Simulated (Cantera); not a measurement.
Charge: 1 mol SiC, 0.43 mol C, 0.069 mol N2, at 75.0 Torr.

Cantera equilibrium calculation (NASA polynomials, part measured and part estimated; ideal gas, pure solids and liquids). Candidate condensed phases: C, Si, SiC, Si3N4; 20 gas species. Kinetics and transport are ignored. All values below are at 2123 K.

Base state: N2 1.000, Si 0.000143, SiC2 1.01e-5 (mole fractions); condensed: C(graphite) + SiC(s).

Question: What changes in the equilibrium state with this change: 0.00043 mol NH3 added?

Answer: 
| species | before | after |
|---|---|---|
| N2 | 1.000 | 0.989 |
| H2 | 0 | 0.00764 |
| HCN | 0 | 0.00202 |
| Si | 0.000143 | 0.000143 |
| H | 0 | 0.000991 |
| HNC | 0 | 0.000142 |
| C2H2 (acetylene) | 0 | 1.26e-5 |
| SiC2 | 1.01e-5 | 1.01e-5 |
| C(graphite), mol | 0.430 | 0.430 |
| SiC(s), mol | 1.000 | 1.000 |
Further candidate phases: C6H6, C7H8, C8H18.
